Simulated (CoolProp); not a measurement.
Vapour-liquid equilibrium of ethane (1) + CHF3 (R23) (2) at 238.9 K; x and y are mole fractions of (1).

Values from CoolProp's multi-fluid Helmholtz-energy mixture model, Bücker 2006 and Penoncello 2003; pair parameters Bell 2016.

| x | bubble pressure, mixture model (MPa) | bubble pressure, Raoult's law (MPa) | y, mixture model | y, Raoult's law |
|---|---|---|---|---|
| 0.05 | 1.040 | 0.8729 | 0.175 | 0.054 |
| 0.125 | 1.206 | 0.8778 | 0.310 | 0.133 |
| 0.2 | 1.300 | 0.8826 | 0.382 | 0.212 |
| 0.275 | 1.353 | 0.8875 | 0.427 | 0.290 |
| 0.35 | 1.383 | 0.8923 | 0.458 | 0.366 |
| 0.425 | 1.399 | 0.8972 | 0.484 | 0.443 |
| 0.5 | 1.404 | 0.9020 | 0.507 | 0.518 |
| 0.575 | 1.401 | 0.9069 | 0.532 | 0.592 |
| 0.65 | 1.387 | 0.9117 | 0.560 | 0.666 |
| 0.725 | 1.358 | 0.9166 | 0.597 | 0.739 |
| 0.8 | 1.305 | 0.9214 | 0.648 | 0.811 |
| 0.875 | 1.216 | 0.9262 | 0.724 | 0.883 |
| 0.95 | 1.073 | 0.9311 | 0.853 | 0.953 |

The largest gap from Raoult's law is +55.9 % in bubble pressure, at x = 0.425. y crosses x between x = 0.5 and 0.575: the model has an azeotrope there.

Pair parameters are fitted to limited data, so mixtures are less certain than the pure fluids. With so large a gap from Raoult's law the liquid may split in two, which this calculation doesn't test in full.
